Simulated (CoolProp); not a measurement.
CH2F2 (R32) at 298.15 K and 0.889 MPa flows at 12 m/s in a round tube of 10 mm bore and 0.25 µm roughness, fully developed (64/Re and Nu = 3.66 if laminar; Colebrook and Gnielinski if turbulent). Each further row changes one setting.

Computed with CoolProp (reference Helmholtz-energy equation of state, Tillner-Roth 1997).

| case | Reynolds number | Darcy friction factor | pressure drop (Pa/m) | heat-transfer coefficient (W/(m² K)) | mass flow (kg/h) |
|---|---|---|---|---|---|
| as stated | 189000 | 0.0160 | 2440 | 548 | 71.7 |
| velocity 24 m/s | 377000 | 0.0142 | 8620 | 971 | 143 |
| diameter 20 mm | 377000 | 0.0140 | 1070 | 480 | 287 |

Viscosity comes from a separate model (Bell 2016), an estimate that may be off by 10 % or more. Thermal conductivity comes from a separate model (Huber 2003), an estimate that may be off by 10 % or more.
